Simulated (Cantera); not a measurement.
Standard-state values (1 bar) from the NASA 1993 polynomials, evaluated with Cantera. Values are per mole of reaction as written; species without (g) are pure solids or liquids, kept so even where they would boil at 1 bar.

3 NO(g) + 3 BaF2 = 2 NF3(g) + N(g) + 3 BaO, with ΔH° = 1916.6 kJ and ΔS° = -30.2 J/K at 300 K.

### Question
How far is the shortcut ΔG° ≈ ΔH°(300 K) − T·ΔS°(300 K) from the full temperature-dependent value at 1648, 1723, 1798, 1873, 1948, 2023, 2098, 2173, 2248 K?

### Answer
```
T (K)  shortcut (kJ)  full (kJ)  difference (kJ)  difference in log10 K  condensed phases
-----  -------------  ---------  ---------------  ---------------------  ----------------
1648          1966.4     2009.6            -43.2                   1.37   BaF2(l), BaO(s)
1723          1968.7     2020.7            -52.0                   1.58   BaF2(l), BaO(s)
1798          1970.9     2031.8            -60.9                   1.77   BaF2(l), BaO(s)
1873          1973.2     2043.1            -69.9                   1.95   BaF2(l), BaO(s)
1948          1975.5     2054.4            -78.9                   2.12   BaF2(l), BaO(s)
2023          1977.7     2065.8            -88.1                   2.27   BaF2(l), BaO(s)
2098          1980.0     2077.3            -97.3                   2.42   BaF2(l), BaO(s)
2173          1982.3     2088.8           -106.5                   2.56   BaF2(l), BaO(s)
2248          1984.5     2100.4           -115.9                   2.69   BaF2(l), BaO(s)
```
The shortcut ignores heat capacities and the phase changes listed.
